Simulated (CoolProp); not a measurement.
A closed Brayton cycle with dry air: compressor inlet 308.15 K and 0.99 MPa, high pressure 3.23 MPa, turbine inlet 850 K, compressor efficiency 0.8, turbine efficiency 0.9, recuperator effectiveness 0 (on enthalpy, no pinch check). Each further row changes one setting.

Model: reference Helmholtz-energy equation of state, Lemmon 2000, in CoolProp. It is a pseudo-pure fit of the blend.

```
case                           thermal efficiency (%)  net work (kJ/kg)  compressor to turbine work  compressor exit (K)  turbine exit (K)
-----------------------------  ----------------------  ----------------  --------------------------  -------------------  ----------------
as stated                                        16.5              68.6                        0.69                462.4             644.3
turbine inlet 800 K                              15.3              55.1                        0.74                462.4             604.7
compressor inlet 318.15 K                        15.8              63.5                        0.72                477.1             644.3
high pressure 2.75 MPa                           15.1              66.5                        0.66                438.4             669.1
recuperator effectiveness 0.5                    21.4              68.6                        0.69                462.4             644.3
```
